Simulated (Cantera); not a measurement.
A Cantera script and what it prints.

```python
import numpy as np
import cantera as ct

gas_names = """
    H HNO HNO2 HNO3 HO2 H2 H2O H2O2 N NH NH2 NH3 NH2OH NO NO2 NO3 N2 N2H2 N2H4 N2O O OH O2 O3 Si SiH
    SiH2 SiH3 SiH4 SiN SiO SiO2 Si2 Si2N Si3
""".split()
cond_names = """
    H2O(s) H2O(L) Si(cr) Si(L) SiO2(Lqz) SiO2(hqz) SiO2(L) Si2N2O(s) Si3N4(a)
""".split()


# ... load() reads the species with a 1 bar reference pressure and builds the phases ...
atoms = {
    'Si': {'Si': 1},
    'N2O': {'N': 2, 'O': 1},
    'H2': {'H': 2},
}
top_T = {'Si2N2O(s)': 2100, 'Si3N4(a)': 2400}  # K; cautious upper limits of use, not melting points


# ... equilibrate(T, P, feed) seeds the gas with the atoms and calls Mixture.equilibrate('TP', solver="vcs", rtol=1e-11, max_steps=5000) ...
results = []
feed = {'Si': 1, 'N2O': 0.54, 'H2': 130}  # mol
T = 1623.15  # K
P = 95000  # Pa
mix = equilibrate(T, P, feed)
results.append((T, P, feed, dict(zip(mix.species_names, mix.species_moles))))
print(gas.report(threshold=1e-05))
for i in range(1, mix.n_phases):
    print(f"{mix.phase(i).name:16s} {mix.phase_moles(i):12.5e} mol")
```

Result:

```
       temperature   1623.2 K
          pressure   95000 Pa
           density   0.014449 kg/m^3
  mean mol. weight   2.0526 kg/kmol
   phase of matter   gas

                          1 kg             1 kmol
                     ---------------   ---------------
          enthalpy        1.9635e+07        4.0304e+07  J
   internal energy        1.3061e+07        2.6808e+07  J
           entropy             88697        1.8206e+05  J/K
    Gibbs function       -1.2433e+08       -2.5521e+08  J
 heat capacity c_p             16002             32845  J/K
 heat capacity c_v             11951             24531  J/K

                      mass frac. Y      mole frac. X     chem. pot. / RT
                     ---------------   ---------------   ---------------
                 H        3.4857e-05         7.098e-05           -9.4441
                H2           0.98099           0.99881           -18.888
               H2O        0.00048234        5.4958e-05           -54.372
                N2         0.0076354        0.00055945           -33.798
               SiO          0.010846        0.00050499           -44.007
     [  +30 minor]        1.1038e-05        1.1795e-06

Si(cr)            0.00000e+00 mol
SiO2(hqz)         0.00000e+00 mol
Si2N2O(s)         4.67127e-01 mol
Si3N4(a)          0.00000e+00 mol
```

Equilibrium computed with Cantera from the NASA thermochemical tables; the gas is ideal and each condensed phase is pure.
